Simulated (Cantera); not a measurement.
Charge: 1 mol B₂H₆, 32 mol N₂, at 0.0133 bar.

These are equilibrium values from Cantera (NASA tables, ideal gas, pure condensed phases), not measurements of a reactor. Candidate condensed phases: B, BN; 15 gas species. The feed counts by its element totals alone. N₂ is the only nitrogen source here; it is nearly inert below about 1500 K, so the nitride shown seldom forms there in practice. The tables' values for BH₂ are old estimates; treat these amounts as uncertain. Kinetics and transport are ignored.

log p: log10 of the partial pressure in bar; n: condensed amount in mol.

```json
[
 {"T (°C)": "500", "log p N₂": "-1.92", "log p H₂": "-2.93", "log p H": "-13.51", "log p B": "<-13", "log p BH₂": "<-13", "log p BN": "<-13", "log p BH": "<-13", "n BN(s)": "2.00", "n B(l)": "0"},
 {"T (°C)": "650", "log p N₂": "-1.92", "log p H₂": "-2.93", "log p H": "-11.08", "log p B": "<-13", "log p BH₂": "<-13", "log p BN": "<-13", "log p BH": "<-13", "n BN(s)": "2.00", "n B(l)": "0"},
 {"T (°C)": "800", "log p N₂": "-1.92", "log p H₂": "-2.93", "log p H": "-9.32", "log p B": "<-13", "log p BH₂": "<-13", "log p BN": "<-13", "log p BH": "<-13", "n BN(s)": "2.00", "n B(l)": "0"},
 {"T (°C)": "950", "log p N₂": "-1.92", "log p H₂": "-2.93", "log p H": "-7.99", "log p B": "<-13", "log p BH₂": "<-13", "log p BN": "<-13", "log p BH": "<-13", "n BN(s)": "2.00", "n B(l)": "0"},
 {"T (°C)": "1100", "log p N₂": "-1.92", "log p H₂": "-2.93", "log p H": "-6.94", "log p B": "<-13", "log p BH₂": "-12.54", "log p BN": "<-13", "log p BH": "<-13", "n BN(s)": "2.00", "n B(l)": "0"},
 {"T (°C)": "1250", "log p N₂": "-1.92", "log p H₂": "-2.93", "log p H": "-6.10", "log p B": "<-13", "log p BH₂": "-10.88", "log p BN": "<-13", "log p BH": "<-13", "n BN(s)": "2.00", "n B(l)": "0"},
 {"T (°C)": "1400", "log p N₂": "-1.92", "log p H₂": "-2.93", "log p H": "-5.41", "log p B": "___", "log p BH₂": "-9.52", "log p BN": "-12.46", "log p BH": "-12.47", "n BN(s)": "2.00", "n B(l)": "0"},
 {"T (°C)": "1550", "log p N₂": "-1.92", "log p H₂": "-2.93", "log p H": "-4.83", "log p B": "___", "log p BH₂": "-8.38", "log p BN": "-10.61", "log p BH": "-10.71", "n BN(s)": "2.00", "n B(l)": "0"},
 {"T (°C)": "1700", "log p N₂": "-1.92", "log p H₂": "-2.94", "log p H": "-4.34", "log p B": "___", "log p BH₂": "-7.43", "log p BN": "-9.06", "log p BH": "-9.23", "n BN(s)": "2.00", "n B(l)": "0"},
 {"T (°C)": "1850", "log p N₂": "-1.92", "log p H₂": "-2.95", "log p H": "-3.92", "log p B": "___", "log p BH₂": "-6.63", "log p BN": "-7.72", "log p BH": "-7.97", "n BN(s)": "2.00", "n B(l)": "0"},
 {"T (°C)": "2000", "log p N₂": "-1.92", "log p H₂": "-2.99", "log p H": "-3.57", "log p B": "___", "log p BH₂": "-5.95", "log p BN": "-6.56", "log p BH": "-6.89", "n BN(s)": "1.99", "n B(l)": "0"},
 {"T (°C)": "2150", "log p N₂": "-1.92", "log p H₂": "-3.07", "log p H": "-3.29", "log p B": "___", "log p BH₂": "-5.57", "log p BN": "-5.71", "log p BH": "-6.13", "n BN(s)": "0", "n B(l)": "1.88"}
]
```

Q: Fill in the missing entries.

A: 
- 1400, log p B: -11.98
- 1550, log p B: -9.92
- 1700, log p B: -8.17
- 1850, log p B: -6.67
- 2000, log p B: -5.37
- 2150, log p B: -4.39
